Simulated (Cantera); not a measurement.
A closed system holds: 1 mol SiH₂Cl₂, 0.36 mol NH₃, 55 mol H₂, equilibrated at 1100 K.

These are equilibrium values from Cantera (NASA tables, ideal gas, pure condensed phases), not measurements of a reactor. Candidate condensed phases: NH₄Cl, Si, Si₃N₄; 28 gas species. Mutual solubility and eutectic melting of coexisting phases are not modelled. The tables' values for SiCl₃ are old estimates; treat these amounts as uncertain. Rates play no part.

x: gas mole fraction; n: condensed amount in mol.

| P (Pa) | x H₂ | x HCl | x SiHCl₃ | x SiCl₄ | n Si(s) | n Si₃N₄(s) |
|---|---|---|---|---|---|---|
| 5 | 0.967 | 0.0306 | 4.72e-6 | 1.01e-5 | 0.615 | 0.0894 |
| 26 | 0.968 | 0.0304 | 2.39e-5 | 5.08e-5 | 0.610 | 0.0899 |
| 140 | 0.968 | 0.0293 | 0.000116 | 0.000238 | 0.595 | 0.0900 |
| 710 | 0.971 | 0.0265 | 0.000431 | 0.000796 | 0.557 | 0.0900 |
| 3700 | 0.974 | 0.0213 | 0.00117 | 0.00173 | (withheld) | 0.0900 |
| 19000 | 0.979 | 0.0156 | 0.00232 | 0.00250 | (withheld) | 0.0900 |
| 100000 | 0.982 | 0.0105 | 0.00375 | 0.00272 | (withheld) | 0.0900 |

### Question
Some entries are withheld; supply them.

### Answer

- 3700, n Si(s): 0.484
- 19000, n Si(s): 0.393
- 100000, n Si(s): 0.298
